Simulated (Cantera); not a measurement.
What does this Cantera script print?

```python
import numpy as np
import cantera as ct

gas_names = """
    B BH BH2 BH3 BN BO BO2 B2 B2O B2O2 B2O3 B3O3H3 H HBO HBO2 HNO HNO2 HNO3 HO2 H2 H2O H2O2 H3B3O6 N NH
    NH2 NH3 NH2OH NO NO2 NO3 N2 N2H2 N2H4 N2O O OH O2 O3
""".split()
cond_names = """
    B(b) B(L) BN(s) B2O3(L) B3O3H3(cr) H2O(s) H2O(L)
""".split()


# ... load() reads the species with a 1 bar reference pressure and builds the phases ...
atoms = {
    'B2O3': {'B': 2, 'O': 3},
    'N2': {'N': 2},
    'H2': {'H': 2},
}
top_T = {'BN(s)': 3200}  # K; cautious upper limits of use, not melting points


# ... equilibrate(T, P, feed) seeds the gas with the atoms and calls Mixture.equilibrate('TP', solver="vcs", rtol=1e-11, max_steps=5000) ...
results = []
feed = {'B2O3': 1, 'N2': 0.86, 'H2': 2.6}  # mol
P = 1333.22  # Pa
for T in [1350, 1375, 1400, 1425, 1450, 1475, 1500, 1525, 1550, 1575, 1600, 1625, 1650, 1675]:
    mix = equilibrate(T, P, feed)
    results.append((T, P, feed, dict(zip(mix.species_names, mix.species_moles))))

top = {s: max(r[3][s] / sum(r[3][g] for g in gas_names) for r in results) for s in gas_names}
cols = sorted((s for s in top if top[s] > 0.001), key=lambda s: -top[s])[:7]
seen = [c for c in cond_names if any(r[3].get(c, 0) > 1e-12 for r in results)]
print("log10 of partial pressures in bar; condensed amounts in mol")
print(f"{'T/K':>10s}" + "".join(f"{s[:9]:>10s}" for s in cols + seen))
for T, P, feed, n in results:
    ng = sum(n[g] for g in gas_names)
    print(f"{T:10.4g}" + "".join(f"{np.log10(max(n[s] / ng * P / 1e5, 1e-99)):10.3f}" for s in cols)
          + "".join(f"{n.get(c, 0):10.4g}" for c in seen))
```

Output:

```
log10 of partial pressures in bar; condensed amounts in mol
       T/K        H2        N2      B2O3      HBO2       HBO      B2O2       H2O     BN(s)   B2O3(L)
      1350    -2.000    -2.481    -6.153    -4.715    -5.521    -7.972    -4.907  0.003551    0.9951
      1375    -2.001    -2.481    -5.881    -4.599    -5.318    -7.603    -4.912  0.003877    0.9938
      1400    -2.001    -2.481    -5.619    -4.488    -5.124    -7.247    -4.918  0.004245     0.992
      1425    -2.002    -2.482    -5.367    -4.382    -4.936    -6.905    -4.923  0.004639    0.9896
      1450    -2.002    -2.482    -5.124    -4.279    -4.755    -6.574    -4.929  0.005027    0.9863
      1475    -2.003    -2.483    -4.890    -4.181    -4.581    -6.255    -4.935  0.005359    0.9818
      1500    -2.005    -2.483    -4.664    -4.086    -4.412    -5.948    -4.941  0.005548    0.9755
      1525    -2.007    -2.485    -4.445    -3.995    -4.250    -5.650    -4.948   0.00546    0.9667
      1550    -2.009    -2.486    -4.235    -3.908    -4.093    -5.362    -4.956  0.004885    0.9542
      1575    -2.013    -2.488    -4.031    -3.824    -3.943    -5.084    -4.965    0.0035    0.9364
      1600    -2.018    -2.491    -3.834    -3.744    -3.797    -4.814    -4.976 0.0007976     0.911
      1625    -2.026    -2.495    -3.643    -3.635    -3.690    -4.618    -4.923         0    0.8732
      1650    -2.035    -2.502    -3.459    -3.522    -3.598    -4.448    -4.855         0    0.8189
      1675    -2.048    -2.511    -3.280    -3.412    -3.512    -4.286    -4.790         0    0.7409
```

These are equilibrium values from Cantera (NASA tables, ideal gas, pure condensed phases), not measurements of a reactor. N2 is the only nitrogen source here; it is nearly inert below about 1500 K, so the nitride shown seldom forms there in practice. Mutual solubility and eutectic melting of coexisting phases are not modelled.
